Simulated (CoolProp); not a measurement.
A simple Rankine cycle with water: condensing at 306.15 K, boiler at 0.291 MPa, turbine inlet 420.6 K, turbine efficiency 0.85, pump efficiency 0.8, no recuperator. Each further row changes one setting.

Model: reference Helmholtz-energy equation of state, Wagner 2002, in CoolProp.

```json
[
 {"case": "as stated", "thermal efficiency (%)": "19.4", "net work (kJ/kg)": "507", "heat in (kJ/kg)": "2620", "turbine exit temperature (K)": "306.1", "volume ratio over the turbine": "37.6"},
 {"case": "turbine inlet 440.6 K", "thermal efficiency (%)": "19.4", "net work (kJ/kg)": "517", "heat in (kJ/kg)": "2660", "turbine exit temperature (K)": "306.1", "volume ratio over the turbine": "36.2"},
 {"case": "condensing temperature 298.15 K", "thermal efficiency (%)": "20.8", "net work (kJ/kg)": "552", "heat in (kJ/kg)": "2650", "turbine exit temperature (K)": "298.1", "volume ratio over the turbine": "57.3"},
 {"case": "boiler pressure 0.204 MPa", "thermal efficiency (%)": "17.8", "net work (kJ/kg)": "467", "heat in (kJ/kg)": "2620", "turbine exit temperature (K)": "306.1", "volume ratio over the turbine": "26.7"},
 {"case": "turbine efficiency 0.75", "thermal efficiency (%)": "17.1", "net work (kJ/kg)": "447", "heat in (kJ/kg)": "2620", "turbine exit temperature (K)": "306.1", "volume ratio over the turbine": "38.6"}
]
```

The expansion ends wet for: as stated; turbine inlet 440.6 K; condensing temperature 298.15 K; boiler pressure 0.204 MPa; turbine efficiency 0.75.
